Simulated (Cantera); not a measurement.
A closed system holds: 1 mol Si(CH3)4, a varied amount of H2, at 2125 °C and 69.0 mbar.

Method: chemical equilibrium by Gibbs-energy minimisation in Cantera with the NASA 1993 tables (ideal gas, pure condensed phases). Candidate condensed phases: C, C6H6, C7H8, C8H18, Si, SiC; 87 gas species. Gases not in the tables: Si2H6 and higher silanes. The numbers say what is thermodynamically allowed, not how fast it happens.

Question: At 1.7 mol H2, list the 6 most abundant gas species with their mole fractions, and the condensed phases.

Answer: H2 0.928, H 0.0578, C2H2 (acetylene) 0.00641, Si 0.00580, SiC2 0.00111, Si2C 0.000630. Condensed: C(graphite) + SiC(s).
